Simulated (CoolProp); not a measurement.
Values from CoolProp's reference Helmholtz-energy equation of state, Lemmon 2005. It is a short technical equation, of lower accuracy than the large ones.

For isobutene, give the phase and the density (kg/m³), cp (kJ/(kg K)), Joule-Thomson coefficient (K/MPa), isothermal compressibility (1/MPa) at -37.55 °C and 6.58 bar; -37.55 °C and 15 bar; -37.55 °C and 77.5 bar.


- -37.55 °C and 6.58 bar: liquid; density 661, cp 2.11, Joule-Thomson coefficient -0.445, isothermal compressibility 0.00144
- -37.55 °C and 15 bar: liquid; density 662, cp 2.11, Joule-Thomson coefficient -0.447, isothermal compressibility 0.00143
- -37.55 °C and 77.5 bar: liquid; density 667, cp 2.09, Joule-Thomson coefficient -0.461, isothermal compressibility 0.00130
